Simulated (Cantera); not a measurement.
Charge: 1 mol Al2O3, 0.073 mol Cl2, at 3.50 bar.

Method: chemical equilibrium by Gibbs-energy minimisation in Cantera with the NASA 1993 tables (ideal gas, pure condensed phases). Candidate condensed phases: Al, AlCl3, Al2O3; 17 gas species. Condensed phases not in the tables: AlOCl. Rates play no part.

x: gas mole fraction; n: condensed amount in mol.

```csv
T (°C),x Cl2,x Cl,x AlCl3,x O2,x ClO,n Al2O3(s)
475,1.000,1.38e-6,1.20e-7,8.98e-8,[?],1.00
575,1.000,1.43e-5,1.81e-6,1.36e-6,[?],1.00
675,1.000,9.15e-5,1.53e-5,1.14e-5,[?],1.000
775,0.999,0.000412,8.53e-5,6.38e-5,[?],1.000
875,0.998,0.00143,0.000351,0.000262,[?],1.000
975,0.994,0.00408,0.00114,0.000851,[?],1.000
1075,0.985,0.00995,0.00308,0.00230,[?],1.000
1175,0.966,0.0214,0.00716,0.00533,[?],1.000
1275,0.933,0.0413,0.0146,0.0109,[?],0.999
```

### Question
Complete the blanks.

### Answer

- 475, x ClO: 1.18e-10
- 575, x ClO: 3.14e-9
- 675, x ClO: 4.18e-8
- 775, x ClO: 3.38e-7
- 875, x ClO: 1.89e-6
- 975, x ClO: 8.01e-6
- 1075, x ClO: 2.71e-5
- 1175, x ClO: 7.68e-5
- 1275, x ClO: 0.000187
